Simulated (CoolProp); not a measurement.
Sulfur hexafluoride at several states: Z from the reference equation and from simpler models built on Tc = 318.7 K, pc = 37.55 bar, ω = 0.210; each cubic takes its own stable root.

Computed with CoolProp (reference Helmholtz-energy equation of state, Guder 2009).

| T (K) | p (bar) | phase | reference |
|---|---|---|---|
| 291.9 | 2.8 | gas | 0.9658 |
| 613.4 | 10.2 | gas | 0.9953 |
| 368 | 97.7 | supercritical | 0.5077 |
| 371.9 | 208 | supercritical | 0.7689 |
| 573.8 | 10.1 | gas | 0.9923 |
| 239.5 | 25.9 | liquid | 0.1068 |

How far does each simpler model (Soave-Redlich-Kwong, Peng-Robinson) lie from the reference over these 6 states: mean and median of the absolute difference, and the worst?


- Soave-Redlich-Kwong: mean 3.2 %, median 2.2 %, worst +10.1 % at 368 K and 97.7 bar
- Peng-Robinson: mean 2.6 %, median 1.3 %, worst -7.4 % at 239.5 K and 25.9 bar
